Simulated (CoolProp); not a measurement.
Saturation properties of dimethyl carbonate (Tc = 283.9 °C, pc = 4909 kPa, ω = 0.346).

Values from CoolProp's reference Helmholtz-energy equation of state, Zhou 2011.

```
T (°C)  p (kPa)  liquid density (kg/m³)  vapour density (kg/m³)  liquid cp (kJ/(kg K))  surface tension (mN/m)
------  -------  ----------------------  ----------------------  ---------------------  ----------------------
119.85    240.3                   930.3                   7.007                  2.039                    15.1
123.65    265.5                   924.5                   7.699                  2.050                    14.6
127.45    292.6                   918.7                     [?]                  2.061                    14.1
131.25    321.8                   912.8                   9.243                  2.073                    13.6
135.05    353.2                   906.9                   10.10                  2.085                    13.2
138.85    386.9                     [?]                   11.02                  2.097                    12.7
142.65    423.1                   894.8                   12.01                  2.109                    12.2
146.45    461.7                   888.7                   13.06                  2.121                    11.8
150.25    503.0                   882.5                   14.19                  2.134                     [?]
```

Question: Complete the blanks.

Answer: 
- 127.45, vapour density (kg/m³): 8.443
- 138.85, liquid density (kg/m³): 900.9
- 150.25, surface tension (mN/m): 11.3

It boils at 90.1 °C under 1 atm.

Surface tension comes from a separate correlation (Mulero 2014).
